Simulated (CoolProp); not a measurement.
Model: reference Helmholtz-energy equation of state, Gao 2016, in CoolProp.

### Question
For sulfur dioxide, give the phase and the Z, cp (kJ/(kg K)), cv (kJ/(kg K)), speed of sound (m/s) at 489.5 K and 11.7 MPa; 489.5 K and 14 MPa; 489.5 K and 21 MPa.

### Answer
- 489.5 K and 11.7 MPa: supercritical; Z 0.605, cp 1.82, cv 0.755, speed of sound 230
- 489.5 K and 14 MPa: supercritical; Z 0.522, cp 2.36, cv 0.786, speed of sound 233
- 489.5 K and 21 MPa: supercritical; Z 0.465, cp 2.01, cv 0.766, speed of sound 325
